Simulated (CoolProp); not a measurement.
Values from CoolProp's reference Helmholtz-energy equation of state, Gao 2020.

Problem. For ammonia, give the phase and the cv (kJ/(kg K)), speed of sound (m/s), expansivity (1/kK), Prandtl number at 66.45 °C and 4260 kPa; 66.45 °C and 12800 kPa; 66.45 °C and 14900 kPa.

Solution. 
- 66.45 °C and 4260 kPa: liquid; cv 2.74, speed of sound 1030, expansivity 3.74, Prandtl number 1.27
- 66.45 °C and 12800 kPa: liquid; cv 2.74, speed of sound 1120, expansivity 3.16, Prandtl number 1.23
- 66.45 °C and 14900 kPa: liquid; cv 2.73, speed of sound 1140, expansivity 3.05, Prandtl number 1.22

Viscosity comes from a separate model (Fenghour 1995). Thermal conductivity comes from a separate model (Tufeu 1984).
